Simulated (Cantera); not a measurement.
An isothermal, constant-pressure homogeneous reactor starts with 7.14 % NH₃, 92.9 % N₂, at 2200 K and 1330 Pa.

Cantera simulation using the gas-phase N/H chemistry of the illustrative SiF4/NH3 mechanism in the Surface Chemkin manual (1991); the numbers are that mechanism's predictions, not measurements. Walls and surfaces, which speed up NH3 decomposition in real reactors, are not modelled.

One state of this run: x NH₃ = 0.0185; x H = 0.000356; x N₂H₄ = 1.04e-10; x H₂ = 0.0737; x NH₂ = 0.000270; x N₂H₂ = 3.67e-7. x: mole fraction; the columns are a selection and need not sum to one.

Task: Which value of t (s) does it belong to?
A. 6.46e-5
B. 1.08
C. 1.61e-5
D. 0.270

Result: D, 0.270
